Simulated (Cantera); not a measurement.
An isothermal, constant-pressure homogeneous reactor starts with N₂O : N₂ = 1 : 1.9 (molar parts), at 1575 K and 1.00 atm. Integrator tolerance rtol = 1e-08.

Model: GRI-Mech 3.0 (53 species, 325 reactions), integrated in Cantera. GRI-Mech 3.0 was tuned for natural gas; its chemistry of N2O as a main component is partial and can be far from experiment. The temperature is held fixed by assumption; the heat of reaction is taken as removed at once.

Task: What does this change do: pressure from 1.00 atm to 0.0132 atm?

Result: 
| quantity | before | after |
|---|---|---|
| x(N₂O) at 3.00 s | 1.76e-6 (gas-phase equilibrium 9.51e-8) | 0.00166 (gas-phase equilibrium 1.09e-8) |
| x(NO) at 3.00 s | 0.0690 (gas-phase equilibrium 0.00151) | 0.0833 (gas-phase equilibrium 0.00151) |
| x(N₂) at 3.00 s | 0.818 (gas-phase equilibrium 0.852) | 0.810 (gas-phase equilibrium 0.852) |
| x(NO₂) at 3.00 s | 0.000219 (gas-phase equilibrium 5.46e-6) | 1.44e-5 (gas-phase equilibrium 6.26e-7) |
| x(O₂) at 3.00 s | 0.112 (gas-phase equilibrium 0.146) | 0.105 (gas-phase equilibrium 0.146) |
Radical loss at walls, strong at low pressure, is not modelled.

Task: What does this change do: 0.13 parts H2O added?

Result: 
| quantity | before | after |
|---|---|---|
| x(N₂O) at 3.00 s | 1.76e-6 (gas-phase equilibrium 9.51e-8) | 8.10e-7 (gas-phase equilibrium 8.99e-8) |
| x(NO) at 3.00 s | 0.0690 (gas-phase equilibrium 0.00151) | 0.0498 (gas-phase equilibrium 0.00146) |
| x(N₂) at 3.00 s | 0.818 (gas-phase equilibrium 0.852) | 0.797 (gas-phase equilibrium 0.821) |
| x(NO₂) at 3.00 s | 0.000219 (gas-phase equilibrium 5.46e-6) | 0.000160 (gas-phase equilibrium 5.16e-6) |
| x(O₂) at 3.00 s | 0.112 (gas-phase equilibrium 0.146) | 0.117 (gas-phase equilibrium 0.141) |

Task: What does this change do: temperature 1575 to 1225 K?

Result: 
| quantity | before | after |
|---|---|---|
| x(N₂O) at 3.00 s | 1.76e-6 (gas-phase equilibrium 9.51e-8) | 0.0353 (gas-phase equilibrium 1.49e-8) |
| x(NO) at 3.00 s | 0.0690 (gas-phase equilibrium 0.00151) | 0.0238 (gas-phase equilibrium 0.000206) |
| x(N₂) at 3.00 s | 0.818 (gas-phase equilibrium 0.852) | 0.821 (gas-phase equilibrium 0.853) |
| x(NO₂) at 3.00 s | 0.000219 (gas-phase equilibrium 5.46e-6) | 0.000258 (gas-phase equilibrium 2.60e-6) |
| x(O₂) at 3.00 s | 0.112 (gas-phase equilibrium 0.146) | 0.120 (gas-phase equilibrium 0.147) |
The mechanism lacks the step 2 NO + O2 → 2 NO2, which can matter for NO2 below about 1400 K.
